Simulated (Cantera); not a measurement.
Input (Python, Cantera) and output of one run.

```python
import numpy as np
import cantera as ct

gas_names = [...]  # 95 gases of nasa_gas.yaml made of C, F, H
cond_names = """
    C(gr) C6H6(L) C7H8(L) C8H18(L),n-octa
""".split()


# ... load() reads the species with a 1 bar reference pressure and builds the phases ...
atoms = {
    'C2F6': {'C': 2, 'F': 6},
    'H2': {'H': 2},
}
top_T = {'C(gr)': 4500}  # K; cautious upper limits of use, not melting points


# ... equilibrate(T, P, feed) seeds the gas with the atoms and calls Mixture.equilibrate('TP', solver="vcs", rtol=1e-11, max_steps=5000) ...
results = []
feed = {'C2F6': 1, 'H2': 6}  # mol
P = 860  # Pa
for T in [1450, 1650, 1850, 2050, 2250, 2450, 2650, 2850, 3050]:
    mix = equilibrate(T, P, feed)
    results.append((T, P, feed, dict(zip(mix.species_names, mix.species_moles))))

top = {s: max(r[3][s] / sum(r[3][g] for g in gas_names) for r in results) for s in gas_names}
cols = sorted((s for s in top if top[s] > 0.0001), key=lambda s: -top[s])[:8]
seen = [c for c in cond_names if any(r[3].get(c, 0) > 1e-12 for r in results)]
print("log10 of partial pressures in bar; condensed amounts in mol")
print(f"{'T/K':>10s}" + "".join(f"{s[:9]:>10s}" for s in cols + seen))
for T, P, feed, n in results:
    ng = sum(n[g] for g in gas_names)
    print(f"{T:10.4g}" + "".join(f"{np.log10(max(n[s] / ng * P / 1e5, 1e-99)):10.3f}" for s in cols)
          + "".join(f"{n.get(c, 0):10.4g}" for c in seen))
```

Output:

```
log10 of partial pressures in bar; condensed amounts in mol
       T/K        HF         H        H2        C3         F         C        C2       C2H     C(gr)
      1450    -2.242    -6.296    -2.543   -18.734   -10.718   -17.627   -19.827   -14.472         2
      1650    -2.242    -5.313    -2.543   -15.117    -9.146   -14.491   -16.207   -12.014         2
      1850    -2.242    -4.541    -2.546   -12.296    -7.910   -12.035   -13.377   -10.092     1.998
      2050    -2.245    -3.922    -2.555   -10.036    -6.911   -10.060   -11.105    -8.552     1.994
      2250    -2.251    -3.421    -2.584    -8.187    -6.082    -8.439    -9.242    -7.298     1.981
      2450    -2.267    -3.024    -2.654    -6.649    -5.374    -7.083    -7.688    -6.274     1.955
      2650    -2.294    -2.728    -2.798    -5.349    -4.744    -5.934    -6.372    -5.449     1.897
      2850    -2.336    -2.538    -3.051    -4.238    -4.155    -4.948    -5.244    -4.807     1.604
      3050    -2.414    -2.447    -3.423    -3.457    -3.608    -4.152    -4.386    -4.445         0
```

Cantera equilibrium calculation (NASA polynomials, part measured and part estimated; ideal gas, pure solids and liquids). The feed counts by its element totals alone.
